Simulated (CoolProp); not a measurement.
Vapour-liquid equilibrium of propylene (1) + n-hexane (2) at 0.0194 MPa; x and y are mole fractions of (1).

Computed with CoolProp (multi-fluid Helmholtz-energy mixture model, Lemmon 2013 and Thol 2019; pair parameters Bell 2016).

```json
[
 {"x": "0.05", "bubble temperature, mixture model (K)": "243.0", "bubble temperature, Raoult's law (K)": "256.6", "y, mixture model": "0.953", "y, Raoult's law": "0.886"},
 {"x": "0.125", "bubble temperature, mixture model (K)": "?", "bubble temperature, Raoult's law (K)": "234.8", "y, mixture model": "?", "y, Raoult's law": "0.977"},
 {"x": "0.2", "bubble temperature, mixture model (K)": "217.8", "bubble temperature, Raoult's law (K)": "224.4", "y, mixture model": "0.994", "y, Raoult's law": "0.991"},
 {"x": "0.275", "bubble temperature, mixture model (K)": "213.9", "bubble temperature, Raoult's law (K)": "217.8", "y, mixture model": "?", "y, Raoult's law": "0.995"},
 {"x": "0.35", "bubble temperature, mixture model (K)": "211.0", "bubble temperature, Raoult's law (K)": "213.0", "y, mixture model": "0.997", "y, Raoult's law": "0.997"},
 {"x": "0.425", "bubble temperature, mixture model (K)": "208.6", "bubble temperature, Raoult's law (K)": "209.4", "y, mixture model": "0.998", "y, Raoult's law": "0.998"},
 {"x": "0.5", "bubble temperature, mixture model (K)": "206.3", "bubble temperature, Raoult's law (K)": "206.4", "y, mixture model": "0.999", "y, Raoult's law": "0.999"},
 {"x": "0.575", "bubble temperature, mixture model (K)": "?", "bubble temperature, Raoult's law (K)": "204.0", "y, mixture model": "0.999", "y, Raoult's law": "0.999"},
 {"x": "0.65", "bubble temperature, mixture model (K)": "?", "bubble temperature, Raoult's law (K)": "201.8", "y, mixture model": "0.999", "y, Raoult's law": "1.000"},
 {"x": "0.725", "bubble temperature, mixture model (K)": "?", "bubble temperature, Raoult's law (K)": "200.0", "y, mixture model": "1.000", "y, Raoult's law": "1.000"},
 {"x": "0.8", "bubble temperature, mixture model (K)": "198.6", "bubble temperature, Raoult's law (K)": "198.4", "y, mixture model": "1.000", "y, Raoult's law": "1.000"},
 {"x": "0.875", "bubble temperature, mixture model (K)": "?", "bubble temperature, Raoult's law (K)": "196.9", "y, mixture model": "1.000", "y, Raoult's law": "1.000"},
 {"x": "0.95", "bubble temperature, mixture model (K)": "195.6", "bubble temperature, Raoult's law (K)": "195.6", "y, mixture model": "1.000", "y, Raoult's law": "1.000"}
]
```

Complete the blanks.


- 0.125, bubble temperature, mixture model (K): 224.6
- 0.125, y, mixture model: 0.989
- 0.275, y, mixture model: 0.996
- 0.575, bubble temperature, mixture model (K): 204.2
- 0.65, bubble temperature, mixture model (K): 202.2
- 0.725, bubble temperature, mixture model (K): 200.4
- 0.875, bubble temperature, mixture model (K): 197.0

The largest gap from Raoult's law is -13.6 K in bubble temperature, at x = 0.05. No azeotrope shows between x = 0.05 and 0.95.

The pair parameters rest on a limited set of measurements; away from them the model extrapolates. The gap from Raoult's law changes sign with composition, which may be real or a fault of the pair parameters; it wasn't checked against measurements. With so large a gap from Raoult's law the liquid may split in two, which this calculation doesn't test in full.
